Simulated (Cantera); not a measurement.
## Low-pressure radical oxidation in H2/O2

An isothermal, constant-pressure homogeneous reactor starts with H2 : O2 = 0.16 : 1 (molar parts), equivalence ratio 0.080, at 975 K and 1330 Pa.

Model: GRI-Mech 3.0 (53 species, 325 reactions), integrated in Cantera. Radical loss at walls, strong at low pressure, is not modelled. The temperature is held fixed by assumption; the heat of reaction is taken as removed at once.

| t (s) | x H2 | x O2 | x HO2 | x H2O2 | x OH | x O |
|---|---|---|---|---|---|---|
| 0.000400 | 0.138 | 0.862 | 2.34e-10 | <1e-12 | 8.53e-11 | 2.00e-10 |
| 0.000943 | 0.138 | 0.862 | 6.33e-10 | <1e-12 | 1.06e-9 | 2.66e-9 |
| 0.00222 | 0.138 | 0.862 | 2.49e-8 | 7.18e-12 | 2.52e-7 | 6.40e-7 |
| 0.00524 | 0.0548 | 0.822 | 1.07e-5 | 4.00e-7 | 0.00471 | 0.0180 |
| 0.0124 | 0.00323 | 0.833 | 1.39e-5 | 3.08e-7 | 0.00242 | 0.0141 |
| 0.0291 | 0.000548 | 0.849 | 9.41e-6 | 3.02e-7 | 0.000790 | 0.00241 |
| 0.0687 | 8.05e-5 | 0.851 | 3.75e-6 | 2.18e-7 | 0.000266 | 0.000331 |
| 0.162 | 1.28e-5 | 0.852 | 1.10e-6 | 1.23e-7 | 0.000108 | 5.46e-5 |
| 0.382 | 2.23e-6 | 0.852 | 2.99e-7 | 6.16e-8 | 5.03e-5 | 1.15e-5 |
| 0.900 | 4.54e-7 | 0.852 | 8.85e-8 | 2.99e-8 | 2.59e-5 | 3.03e-6 |
| 2.12 | 1.16e-7 | 0.852 | 2.93e-8 | 1.46e-8 | 1.44e-5 | 9.43e-7 |
| 5.00 | 3.62e-8 | 0.852 | 1.06e-8 | 7.17e-9 | 8.48e-6 | 3.27e-7 |
x: mole fraction; the columns are a selection and need not sum to one.

Equilibrium at this temperature and pressure: H2 5.70e-11, O2 0.852, HO2 7.30e-10, H2O2 3.20e-11, OH 3.55e-7, O 5.80e-10 (gas phase only).
